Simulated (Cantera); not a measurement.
A Cantera script and what it prints.

```python
import numpy as np
import cantera as ct

gas_names = [...]  # 95 gases of nasa_gas.yaml made of C, F, H
cond_names = """
    C(gr) C6H6(L) C7H8(L) C8H18(L),n-octa
""".split()


# ... load() reads the species with a 1 bar reference pressure and builds the phases ...
atoms = {
    'CF4': {'C': 1, 'F': 4},
    'H2': {'H': 2},
}
top_T = {'C(gr)': 4500}  # K; cautious upper limits of use, not melting points


# ... equilibrate(T, P, feed) seeds the gas with the atoms and calls Mixture.equilibrate('TP', solver="vcs", rtol=1e-11, max_steps=5000) ...
results = []
feed = {'CF4': 1, 'H2': 0.16}  # mol
T = 2800  # K
P = 69  # Pa
mix = equilibrate(T, P, feed)
results.append((T, P, feed, dict(zip(mix.species_names, mix.species_moles))))
print(gas.report(threshold=1e-05))
for i in range(1, mix.n_phases):
    print(f"{mix.phase(i).name:16s} {mix.phase_moles(i):12.5e} mol")
```

Output:

```
       temperature   2800 K
          pressure   69 Pa
           density   6.1367e-05 kg/m^3
  mean mol. weight   20.705 kg/kmol
   phase of matter   gas

                          1 kg             1 kmol
                     ---------------   ---------------
          enthalpy        8.1869e+06        1.6951e+08  J
   internal energy        7.0625e+06        1.4623e+08  J
           entropy             13992         2.897e+05  J/K
    Gibbs function        -3.099e+07       -6.4165e+08  J
 heat capacity c_p            1209.3             25038  J/K
 heat capacity c_v            807.68             16723  J/K

                      mass frac. Y      mole frac. X     chem. pot. / RT
                     ---------------   ---------------   ---------------
                 C         0.0055397         0.0095496           -3.5314
                CF          0.088338          0.058983           -30.243
               CF2          0.018366         0.0076043           -56.954
                C2         0.0051843         0.0044684           -7.0628
               C2H        1.8665e-05         1.544e-05           -27.749
                C3          0.079642          0.045763           -10.594
                C4        0.00019502        8.4044e-05           -14.126
                C5         0.0012693        0.00043761           -17.657
                 F           0.73187           0.79762           -26.712
                 H        0.00017854         0.0036672           -20.686
                HF           0.06938          0.071803           -47.398
     [  +84 minor]        1.5598e-05        6.8393e-06

C(gr)             4.65359e-02 mol
```

Cantera equilibrium calculation (NASA polynomials, part measured and part estimated; ideal gas, pure solids and liquids).
